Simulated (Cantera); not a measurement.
An isothermal, constant-pressure homogeneous reactor starts with N₂O : H₂O = 1 : 0.04 (molar parts), at 1125 K and 360 Torr.

Computed with Cantera and GRI-Mech 3.0 (53 species, 325 reactions). GRI-Mech 3.0 was tuned for natural gas; its chemistry of N2O as a main component is partial and can be far from experiment. The mechanism lacks the step 2 NO + O2 → 2 NO2, which can matter for NO2 below about 1400 K. The temperature is held fixed by assumption; the heat of reaction is taken as removed at once.

Question: Predict: x(N₂O) at 3.00 s; x(H₂O) at 3.00 s; x(HO₂) at 3.00 s; x(O) at 3.00 s; x(H₂O₂) at 3.00 s.

Answer: 
* **x(N₂O) at 3.00 s**: 0.705 (gas-phase equilibrium 5.58e-9)
* **x(H₂O) at 3.00 s**: 0.0351 (gas-phase equilibrium 0.0260)
* **x(HO₂) at 3.00 s**: 1.24e-7 (gas-phase equilibrium 3.24e-9)
* **x(O) at 3.00 s**: 4.50e-7 (gas-phase equilibrium 3.82e-9)
* **x(H₂O₂) at 3.00 s**: 1.32e-8 (gas-phase equilibrium 1.20e-10)
